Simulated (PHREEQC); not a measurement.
A solution holds 0.046 mol/kgw MnCl2, at 57 °C. Closed to the air; pH follows from the charge balance.

Model: ion-association model, phreeqc.dat, run in PHREEQC.

The ionic strength comes out as 0.128 mol/kgw. What activity coefficients do Mn+2, MnCl3-, Cl-, MnOH+, MnCl+ get?

Mn+2 0.35, MnCl3- 0.76, Cl- 0.74, MnOH+ 0.76, MnCl+ 0.76.

No solid was allowed to form. At this temperature some constants are extrapolated from 25 °C, and those without enthalpy data are left unchanged.
